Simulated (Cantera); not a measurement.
Equilibrium for boron, boron nitride and boron oxide: BF3 + O2 + N2

Charge: 1 mol BF3, 5.7 mol O2, a varied amount of N2, at 948 K and 2.60 mbar.

Cantera equilibrium calculation (NASA polynomials, part measured and part estimated; ideal gas, pure solids and liquids). Candidate condensed phases: B, BN, B2O3; 31 gas species. Equilibrium is a limit: real reactors are often held back by kinetics, nucleation or transport.

From 0.19 mol N2 to 100 mol N2 nothing is condensed. The main B-bearing gas is BF3 throughout.

```csv
n(N2) (mol),x N2,x O2,x BF3,x NO
0.19,0.0276,0.827,0.145,6.35e-6
0.41,0.0577,0.802,0.141,9.05e-6
0.91,0.120,0.749,0.131,1.26e-5
2,0.230,0.655,0.115,1.63e-5
4.4,0.396,0.514,0.0901,1.90e-5
9.6,0.589,0.350,0.0613,1.91e-5
21,0.758,0.206,0.0361,1.66e-5
46,0.873,0.108,0.0190,1.29e-5
100,0.937,0.0534,0.00937,9.41e-6
```
x: gas mole fraction; nothing condenses.
